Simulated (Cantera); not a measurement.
An adiabatic, constant-volume homogeneous reactor starts with 7.45 % C2H4, 14.9 % O2, 56.0 % N2, 21.6 % H2O, at 1623 K and 0.960 bar.

Model: GRI-Mech 3.0 (53 species, 325 reactions), integrated in Cantera. GRI-Mech 3.0 was tuned for natural gas; its chemistry of ethylene as a main component is partial and can be far from experiment.

x: mole fraction; the columns are a selection and need not sum to one.

```csv
t (s),T (K),P (bar),x C2H4,x O2,x H2O,x HO2,x H,x NO
4.00e-6,1623,0.960,0.0745,0.149,0.216,1.53e-6,1.12e-6,<1e-12
9.49e-6,1623,0.961,0.0737,0.148,0.216,0.000137,0.000106,4.14e-12
2.25e-5,2679,1.77,5.11e-11,[?],0.244,[?],[?],[?]
5.33e-5,2789,1.83,<1e-12,0.00646,0.243,4.02e-6,0.0205,0.000258
0.000126,2838,1.86,<1e-12,0.00545,0.247,3.71e-6,0.0179,0.000666
0.000300,2840,1.86,<1e-12,0.00522,0.247,3.58e-6,0.0176,0.00156
0.000711,2835,1.85,<1e-12,0.00497,0.247,3.41e-6,0.0174,0.00309
0.00169,2831,1.85,<1e-12,0.00475,0.247,3.28e-6,0.0172,0.00438
0.00400,2831,1.85,<1e-12,0.00472,0.247,3.25e-6,0.0172,0.00462
0.00949,2831,1.85,<1e-12,0.00472,0.247,3.25e-6,0.0172,0.00462
0.0225,2831,1.85,<1e-12,0.00472,0.247,3.25e-6,0.0172,0.00462
0.0533,2831,1.85,<1e-12,0.00472,0.247,3.25e-6,0.0172,0.00462
0.127,2831,1.85,<1e-12,0.00472,0.247,3.25e-6,0.0172,0.00462
0.300,2831,1.85,<1e-12,0.00472,0.247,3.25e-6,0.0172,0.00462
```

### Question
Complete the blanks.

### Answer

- 2.25e-5, x O2: 0.0108
- 2.25e-5, x HO2: 5.23e-6
- 2.25e-5, x H: 0.0224
- 2.25e-5, x NO: 7.98e-5
